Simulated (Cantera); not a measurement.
Thermodynamics of silicates and aluminates, feed SiO2 + Al2O3 + N2

Input: 1 mol SiO2, 2 mol Al2O3, 3.2 mol N2, held at 2098.15 K and 100000 Pa.

Equilibrium computed with Cantera from the NASA thermochemical tables; the gas is ideal and each condensed phase is pure. Candidate condensed phases: Al, AlN, Al2O3, Al2SiO5, Al6Si2O13, Si, SiO2, Si2N2O, Si3N4; 23 gas species. Mutual solubility and eutectic melting of coexisting phases are not modelled. Condensed phases not in the tables: alloys, solid solutions and most ternary compounds. Equilibrium is a limit: real reactors are often held back by kinetics, nucleation or transport.

The x(N2) is 1.000 and the x(SiO) is 4.37e-5. The x(NO) is 3.70e-5, the x(O2) is 2.31e-6 and the x(O) comes out as 2.08e-6. The n(Al2O3(s)) is 0.500 mol, the n(Al6Si2O13(mullite)) is 0.500 mol and the gas amount is 3.200 mol. The log10 activity of Si(l) (absent) comes out as -8.04 and the log10 activity of Al(l) (absent) is -8.24.
